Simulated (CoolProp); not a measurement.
Vapour-liquid equilibrium of carbon dioxide (1) + n-butane (2) at -13.65 °C; x and y are mole fractions of (1).

The numbers come from the multi-fluid Helmholtz-energy mixture model, Span 1996 and Bücker 2006; pair parameters Kunz 2012 in CoolProp.

```tsv
x	bubble pressure, mixture model (MPa)	bubble pressure, Raoult's law (MPa)	y, mixture model	y, Raoult's law
0.05	0.2748	0.1759	0.779	0.678
0.125	(withheld)	0.3502	0.896	0.851
0.2	0.8723	0.5245	0.929	0.909
0.275	1.107	0.6988	0.944	0.938
0.35	1.295	0.8731	0.953	0.956
0.425	1.442	1.047	0.958	0.967
0.5	(withheld)	1.222	0.962	0.976
0.575	1.664	1.396	0.965	0.982
0.65	1.762	1.570	0.969	0.987
0.725	1.862	1.745	0.973	0.991
0.8	(withheld)	1.919	0.977	0.994
0.875	2.103	2.093	(withheld)	0.996
0.95	2.259	2.267	0.992	0.999
```

Task: What belongs in the gaps?

Result: 
- 0.125, bubble pressure, mixture model (MPa): 0.5903
- 0.5, bubble pressure, mixture model (MPa): 1.562
- 0.8, bubble pressure, mixture model (MPa): 1.974
- 0.875, y, mixture model: 0.983

The largest gap from Raoult's law is +68.6 % in bubble pressure, at x = 0.125. No azeotrope shows between x = 0.05 and 0.95.

Pair parameters are fitted to limited data, so mixtures are less certain than the pure fluids. With so large a gap from Raoult's law the liquid may split in two, which this calculation doesn't test in full.
